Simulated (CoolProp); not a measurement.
Vapour-liquid equilibrium of cis-2-butene (1) + acetone (2) at 0.195 MPa; x and y are mole fractions of (1).

Model: multi-fluid Helmholtz-energy mixture model, Lemmon 2005 and Lemmon 2006; pair parameters Bell 2016, in CoolProp.

### Question
Give the bubble temperature and the first vapour's composition at x = 0.425, 0.575, 0.95. Is there an azeotrope?

### Answer
x = 0.425: 304.3 K, y = 0.849; x = 0.575: 301.2 K, y = 0.881; x = 0.95: 296.0 K, y = 0.974. No azeotrope shows between x = 0.05 and 0.95.

The pair parameters rest on a limited set of measurements; away from them the model extrapolates. With so large a gap from Raoult's law the liquid may split in two, which this calculation doesn't test in full.
